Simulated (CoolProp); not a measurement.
Vapour pressure (bar) of isobutane: the reference equation beside estimates from Tc = 407.8 K, pc = 36.29 bar, ω = 0.184. Clausius-Clapeyron is anchored at 352 K with a constant enthalpy of vaporisation of 14.80 kJ/mol.

Model: reference Helmholtz-energy equation of state, Bücker 2006, in CoolProp.

```json
[
 {"T (K)": "324.6", "reference": "7.096", "Lee-Kesler": "7.121", "Clausius-Clapeyron": "8.563", "van der Waals": "13.59", "Redlich-Kwong": "8.608", "Soave-Redlich-Kwong": "7.158", "Peng-Robinson": "7.077"},
 {"T (K)": "333.7", "reference": "8.803", "Lee-Kesler": "8.829", "Clausius-Clapeyron": "9.944", "van der Waals": "15.43", "Redlich-Kwong": "10.46", "Soave-Redlich-Kwong": "8.894", "Peng-Robinson": "8.788"},
 {"T (K)": "342.9", "reference": "10.82", "Lee-Kesler": "10.84", "Clausius-Clapeyron": "11.47", "van der Waals": "17.45", "Redlich-Kwong": "12.59", "Soave-Redlich-Kwong": "10.94", "Peng-Robinson": "10.81"},
 {"T (K)": "352", "reference": "13.12", "Lee-Kesler": "13.14", "Clausius-Clapeyron": "13.12", "van der Waals": "19.59", "Redlich-Kwong": "14.96", "Soave-Redlich-Kwong": "13.29", "Peng-Robinson": "13.13"},
 {"T (K)": "361.1", "reference": "15.77", "Lee-Kesler": "15.78", "Clausius-Clapeyron": "14.91", "van der Waals": "21.89", "Redlich-Kwong": "17.63", "Soave-Redlich-Kwong": "15.98", "Peng-Robinson": "15.81"},
 {"T (K)": "370.2", "reference": "18.80", "Lee-Kesler": "18.80", "Clausius-Clapeyron": "16.83", "van der Waals": "24.36", "Redlich-Kwong": "20.59", "Soave-Redlich-Kwong": "19.05", "Peng-Robinson": "18.86"},
 {"T (K)": "379.4", "reference": "22.28", "Lee-Kesler": "22.27", "Clausius-Clapeyron": "18.91", "van der Waals": "27.01", "Redlich-Kwong": "23.90", "Soave-Redlich-Kwong": "22.55", "Peng-Robinson": "22.37"},
 {"T (K)": "388.5", "reference": "26.18", "Lee-Kesler": "26.18", "Clausius-Clapeyron": "21.10", "van der Waals": "29.80", "Redlich-Kwong": "27.50", "Soave-Redlich-Kwong": "26.45", "Peng-Robinson": "26.30"}
]
```

Absolute difference from the reference over all 8 rows, mean and median: Lee-Kesler 0.1 and 0.1 %, Clausius-Clapeyron 11.3 and 11.7 %, van der Waals 47.6 and 44.1 %, Redlich-Kwong 13.0 and 12.9 %, Soave-Redlich-Kwong 1.2 and 1.2 %, Peng-Robinson 0.3 and 0.3 %.
